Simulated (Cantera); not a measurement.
## Moist CO burnout

An isothermal, constant-pressure homogeneous reactor starts with CO : O2 : H2O : N2 : H2 = 0.012 : 0.073 : 0.059 : 1 : 0.049 (molar parts), equivalence ratio 0.42, at 1225 K and 0.150 bar.

Model: GRI-Mech 3.0 (53 species, 325 reactions), integrated in Cantera. The temperature is held fixed by assumption; the heat of reaction is taken as removed at once.

| t (s) | x CO | x O2 | x H2O | x H2O2 | x OH | x O |
|---|---|---|---|---|---|---|
| 5.00e-5 | 0.0101 | 0.0612 | 0.0495 | 2.52e-12 | 4.96e-10 | 8.10e-10 |
| 0.000264 | 0.0101 | 0.0612 | 0.0495 | 8.90e-11 | 6.10e-8 | 9.72e-8 |
| 0.00139 | 0.00599 | 0.0417 | 0.0785 | 4.89e-7 | 0.00195 | 0.00505 |
| 0.00734 | 0.000515 | 0.0369 | 0.0912 | 4.75e-7 | 0.000720 | 0.000621 |
| 0.0387 | 2.78e-5 | 0.0365 | 0.0928 | 8.47e-8 | 0.000132 | 2.10e-5 |
| 0.204 | 1.04e-6 | 0.0365 | 0.0929 | 9.81e-9 | 3.35e-5 | 1.33e-6 |
| 1.08 | 4.30e-8 | 0.0366 | 0.0929 | 1.37e-9 | 1.14e-5 | 1.54e-7 |
| 5.69 | 6.80e-9 | 0.0366 | 0.0929 | 3.01e-10 | 5.14e-6 | 3.14e-8 |
| 30.0 | 4.36e-9 | 0.0366 | 0.0929 | 2.06e-10 | 4.19e-6 | 2.09e-8 |
x: mole fraction; the columns are a selection and need not sum to one.

Equilibrium at this temperature and pressure: CO 4.36e-9, O2 0.0365, H2O 0.0929, H2O2 2.05e-10, OH 4.19e-6, O 2.09e-8 (gas phase only).
